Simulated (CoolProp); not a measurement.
Saturation properties of chlorine (Tc = 143.7 °C, pc = 7.642 MPa, ω = 0.070).

Model: reference Helmholtz-energy equation of state, Thol 2021, in CoolProp.

| T (°C) | p (MPa) | liquid density (kg/m³) | vapour density (kg/m³) | enthalpy of vaporisation (kJ/kg) | liquid cp (kJ/(kg K)) |
|---|---|---|---|---|---|
| -83.85 | 0.005760 | 1699 | (withheld) | 313.5 | 0.9420 |
| -71.35 | 0.01375 | 1665 | 0.5846 | 307.1 | 0.9390 |
| -58.75 | 0.02944 | 1631 | 1.184 | (withheld) | 0.9377 |
| -46.25 | (withheld) | 1597 | 2.182 | 293.8 | 0.9382 |
| -33.75 | 0.1022 | 1563 | 3.742 | 286.8 | 0.9408 |
| -21.15 | 0.1725 | 1528 | 6.071 | 279.5 | 0.9460 |
| -8.65 | 0.2744 | 1493 | 9.342 | 271.7 | 0.9540 |
| 3.85 | 0.4169 | 1457 | 13.81 | 263.5 | 0.9653 |
| 16.45 | 0.6107 | 1419 | 19.79 | 254.5 | (withheld) |
| 28.95 | 0.8622 | 1380 | 27.50 | (withheld) | 0.9993 |

Complete the blanks.


- -83.85, vapour density (kg/m³): 0.2603
- -58.75, enthalpy of vaporisation (kJ/kg): 300.5
- -46.25, p (MPa): 0.05703
- 16.45, liquid cp (kJ/(kg K)): 0.9802
- 28.95, enthalpy of vaporisation (kJ/kg): 244.8

It boils at -34.0 °C under 1 atm.
